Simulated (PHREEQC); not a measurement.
0.034 g of hydrous ferric oxide (600 m²/g; 0.2 weak and 0.005 strong sites per Fe, Dzombak-Morel constants, diffuse double layer) in 1 kg of water with 0.3 mol/kgw of an inert sodium salt and 7.5e-05 mol PbCl2, at 25 °C; the pH is set by adding NaOH or the inert anion's acid. Oxygen alone is held at its pressure in air (log pO2 = -0.68). The system is closed to CO2. Precipitation was switched off in this run.

Base run: PHREEQC, ion-association model, wateq4f.dat. Each further column changes one thing. The table gives Pb sorbed (%).

```tsv
pH	base	background salt from 0.3 to 0.03 mol/kgw	oxide from 0.034 to 0.17 g/kgw	5.3e-05 mol/kgw ZnCl2 added
3	0.1	0.2	___	0.1
3.67	1.3	1.6	6.3	1.3
4.33	2.5	___	___	2.5
5	4.1	4.2	19.2	4.1
5.67	18.7	17.0	58.7	18.7
6.33	49.9	40.7	___	49.8
7	68.8	56.8	99.3	68.3
7.67	76.2	62.7	99.9	75.3
8.33	76.0	62.4	100.0	74.4
9	71.1	59.6	100.0	69.5
9.67	64.2	56.5	100.0	63.6
10.33	57.2	___	100.0	56.8
11	49.0	50.9	99.9	48.6
```

Task: Some entries are withheld; supply them.

Result: 
- 3, oxide from 0.034 to 0.17 g/kgw: 0.6
- 4.33, background salt from 0.3 to 0.03 mol/kgw: 2.6
- 4.33, oxide from 0.034 to 0.17 g/kgw: 12.5
- 6.33, oxide from 0.034 to 0.17 g/kgw: 93.4
- 10.33, background salt from 0.3 to 0.03 mol/kgw: 53.8

The oxide is taken as insoluble; below pH 4 it would dissolve. In at least one series the solution becomes supersaturated in solids that the run did not let form, among them Zn(OH)2-e.
